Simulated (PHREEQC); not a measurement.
Solution (25 °C): 0.0087 mol HCl and 0.15 mol MnSO4 per kg of water. Closed to the air; pH follows from the charge balance.

Equilibrium calculation in PHREEQC: ion-association model, phreeqc.dat.

```json
[
 {"quantity": "pH", "before": "2.63", "after": "3.30"},
 {"quantity": "ionic strength (mol/kgw)", "before": "0.319", "after": "0.0420"}
]
```

What was changed between the two runs?
A. HCl left out
B. diluted 10-fold with water
C. diluted 5-fold with water
D. MnSO4 left out
E. temperature from 25 to 60 °C

B, diluted 10-fold with water

This is a speciation only: nothing precipitates in the calculation.
